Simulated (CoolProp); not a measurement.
Properties of propylene along the isotherm 298.2 K.

Values from CoolProp's reference Helmholtz-energy equation of state, Lemmon 2013.

```csv
p (bar),phase,Z,cp (kJ/(kg K)),cv (kJ/(kg K)),Joule-Thomson coefficient (K/MPa),isothermal compressibility (1/MPa),fugacity coefficient
5.26,gas,0.9208,1.661,1.380,18.51,2.078,0.9265
10.5,gas,0.8259,1.896,1.448,21.04,1.200,0.8530
15.8,liquid,0.05282,2.654,1.546,0.04173,0.006652,0.6218
21,liquid,0.06997,2.636,1.546,0.02239,0.006406,0.4760
26.3,liquid,0.08734,2.619,1.545,0.004030,0.006177,0.3869
31.5,liquid,0.1043,2.604,1.545,-0.01282,0.005969,0.3286
36.8,liquid,0.1214,2.589,1.545,-0.02891,0.005773,0.2863
42,liquid,0.1382,2.576,1.545,-0.04376,0.005595,0.2552
47.3,liquid,0.1552,2.563,1.545,-0.05803,0.005426,0.2305
52.6,liquid,0.1721,2.551,1.545,-0.07149,0.005268,0.2109
57.8,liquid,0.1886,2.539,1.545,-0.08400,0.005123,0.1953
63.1,liquid,0.2053,2.528,1.545,-0.09608,0.004984,0.1820
68.3,liquid,0.2217,2.518,1.545,-0.1073,0.004856,0.1710
```
